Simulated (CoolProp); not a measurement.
The fluid at 298.15 K and 0.372 MPa expands adiabatically to 0.0366 MPa with isentropic efficiency 1. The same conditions are run with several fluids, on thermodynamics alone (safety and materials aside).

Computed with CoolProp (reference Helmholtz-energy equation of state of each fluid (ethane: Bücker 2006; CH3F (R41): Lemmon 2006; dry air: Lemmon 2000; R410A: Lemmon 2003)). Blends and air are pseudo-pure fits.

```
fluid       work (kJ/kg)  final temperature (K)                       final phase  final density (kg/m³)
----------  ------------  ---------------------  --------------------------------  ---------------------
ethane               154                  195.6                               gas                  0.684
CH3F (R41)           127                  178.1  two-phase, vapour fraction 0.988                  0.871
dry air              145                  153.3                               gas                  0.833
R410A               64.2                  205.7                               gas                   1.59
```
